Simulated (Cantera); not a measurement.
An isothermal, constant-pressure homogeneous reactor starts with C₂H₄ : H₂ = 1 : 2 (molar parts), at 1750 K and 0.133 bar. Integrator tolerance rtol = 1e-08.

Cantera simulation using GRI-Mech 3.0 (53 species, 325 reactions); the numbers are that mechanism's predictions, not measurements. GRI-Mech 3.0 was tuned for natural gas; its chemistry of ethylene as a main component is partial and can be far from experiment. GRI-Mech 3.0 stops at C3 and has no aromatics, soot or wall deposition, so with more carbon than oxygen in the feed, carbon stays in small species such as C2H2 where larger ones or solid carbon would form.

Problem. What does this change do: temperature 1750 to 1275 K?

Solution. 
| quantity | before | after |
|---|---|---|
| x(C₂H₄) at 8.00 s | 0.000820 (gas-phase equilibrium 0.000820) | 0.0640 (gas-phase equilibrium 0.0411) |
| x(H₂) at 8.00 s | 0.747 (gas-phase equilibrium 0.747) | 0.677 (gas-phase equilibrium 0.524) |
| x(H) at 8.00 s | 0.000554 (gas-phase equilibrium 0.000554) | 6.06e-6 (gas-phase equilibrium 1.47e-6) |
| x(C₂H) at 8.00 s | 1.30e-6 (gas-phase equilibrium 1.30e-6) | 5.93e-10 (gas-phase equilibrium 1.50e-10) |
| x(CH₄) at 8.00 s | 0.00362 (gas-phase equilibrium 0.00362) | 0.0764 (gas-phase equilibrium 0.287) |
| x(CH₃) at 8.00 s | 5.44e-5 (gas-phase equilibrium 5.44e-5) | 1.34e-5 (gas-phase equilibrium 1.57e-5) |
| x(CH₂) at 8.00 s | 4.36e-8 (gas-phase equilibrium 4.36e-8) | 7.25e-11 (gas-phase equilibrium 2.58e-11) |
